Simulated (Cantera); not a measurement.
A perfectly stirred reactor is fed with 7.55 % CO, 7.55 % H₂, 1.81 % CH₄, 17.4 % O₂, 65.7 % N₂, equivalence ratio 0.64, at 233 Torr; it is adiabatic with a 550 K inlet, and is followed from long to short residence time, starting on the burning branch (τ in s: 0.15, 0.064, 0.028, 0.012, 0.0052, 0.0023, 0.00099, 0.00043, 0.00019, 8.1e-05).

Detailed kinetics in Cantera: GRI-Mech 3.0 (53 species, 325 reactions).

**Question.** Predict: blow-out, bracketed by the residence times tried; x(CO) at τ = 0.150 s; x(H₂) at τ = 0.150 s; x(CH₄) at τ = 0.150 s; x(H) at τ = 0.150 s; x(NO) at τ = 0.150 s; x(CO) at τ = 2.30 ms; x(H₂) at τ = 2.30 ms; x(CH₄) at τ = 2.30 ms; x(H) at τ = 2.30 ms; x(NO) at τ = 2.30 ms.

**Answer.** 
- blow-out, bracketed by the residence times tried = burning at 0.190 ms, out at 81.0 µs
- x(CO) at τ = 0.150 s = 0.00395
- x(H₂) at τ = 0.150 s = 0.000971
- x(CH₄) at τ = 0.150 s = 1.18e-6
- x(H) at τ = 0.150 s = 0.000362
- x(NO) at τ = 0.150 s = 0.000535
- x(CO) at τ = 2.30 ms = 0.0210
- x(H₂) at τ = 2.30 ms = 0.00650
- x(CH₄) at τ = 2.30 ms = 2.41e-5
- x(H) at τ = 2.30 ms = 0.00926
- x(NO) at τ = 2.30 ms = 3.19e-5
